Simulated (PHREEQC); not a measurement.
0.57 g of hydrous ferric oxide (600 m²/g; 0.2 weak and 0.005 strong sites per Fe, Dzombak-Morel constants, diffuse double layer) in 1 kg of water with 0.05 mol/kgw of an inert sodium salt and 0.029 mmol/kgw NaF and 0.67 mmol/kgw SrCl2, at 25 °C; the pH is set by adding NaOH or the inert anion's acid. Oxygen alone is held at its pressure in air (log pO2 = -0.68). No CO2 enters from the air. Nothing may precipitate in this run.

The series has 13 steps of pH, from 4 to 10.

The numbers come from PHREEQC with the ion-association model, wateq4f.dat.

Task: Near which pH is half of the F sorbed, and on which side is more sorbed?

Result: Near pH 6.3, with more sorbed at lower pH.

Task: Near which pH is half of the Sr sorbed, and on which side is more sorbed?

Result: Near pH 9.5, with more sorbed at higher pH.
